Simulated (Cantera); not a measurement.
Input (Python, Cantera):

```python
import numpy as np
import cantera as ct

gas = ct.Solution("gri30.yaml")
gas.TPX = 625, 100000, {'CH4': 1, 'O2': 3.08, 'N2': 7.69}
inlet = ct.Reservoir(gas, clone=True)
gas.equilibrate("HP")  # start burning
reactor = ct.IdealGasConstPressureReactor(gas, energy="on", clone=False)
exhaust = ct.Reservoir(gas, clone=True)
tau = [0.49, 0.11, 0.026, 0.006, 0.0014, 0.00032, 7.4e-05, 1.7e-05, 3.9e-06][0]
for a, b in ((inlet, reactor), (reactor, exhaust)):
    ct.MassFlowController(a, b, mdot=lambda t: reactor.mass / tau)
net = ct.ReactorNet([reactor])
show = ['CH4', 'O2', 'C2H', 'NO', 'N2O', 'HCN']

rows = []
print(f"{'tau/s':>10s}{'T/K':>9s}" + "".join(f"{s:>11s}" for s in show))
for tau in [0.49, 0.11, 0.026, 0.006, 0.0014, 0.00032, 7.4e-05, 1.7e-05, 3.9e-06]:
    net.initial_time = 0.0
    net.advance(30 * tau)
    before = gas.X
    net.advance(40 * tau)
    drift = np.max(np.abs(gas.X - before) / (gas.X + 1e-9))
    rows.append([gas.T, *gas[show].X, drift])
    print(f"{tau:10.3e}{gas.T:9.1f}" + "".join(f"{x:11.3e}" for x in gas[show].X))
```

Result:

```
     tau/s      T/K        CH4         O2        C2H         NO        N2O        HCN
 4.900e-01   2300.4  2.860e-07  8.702e-02  3.431e-15  7.838e-03  4.621e-07  2.127e-08
 1.100e-01   2303.3  1.227e-06  8.830e-02  5.965e-14  5.265e-03  4.633e-07  6.030e-08
 2.600e-02   2302.8  4.805e-06  8.988e-02  8.555e-13  2.228e-03  4.559e-07  9.692e-08
 6.000e-03   2283.5  1.745e-05  9.095e-02  8.892e-12  7.079e-04  4.512e-07  1.057e-07
 1.400e-03   2221.1  5.356e-05  9.227e-02  4.494e-11  2.191e-04  4.070e-07  1.025e-07
 3.200e-04   2102.8  1.707e-04  9.512e-02  1.670e-10  6.046e-05  3.123e-07  1.307e-07
 7.400e-05   1944.8  7.131e-04  1.026e-01  9.039e-10  1.774e-05  2.298e-07  2.601e-07
 1.700e-05    625.0  8.496e-02  2.617e-01  3.675e-41 -2.021e-19 -2.748e-21 -2.743e-20
 3.900e-06    625.0  8.496e-02  2.617e-01 -2.796e-48  2.011e-23  2.734e-25  2.730e-24
```

Detailed kinetics in Cantera: GRI-Mech 3.0 (53 species, 325 reactions).
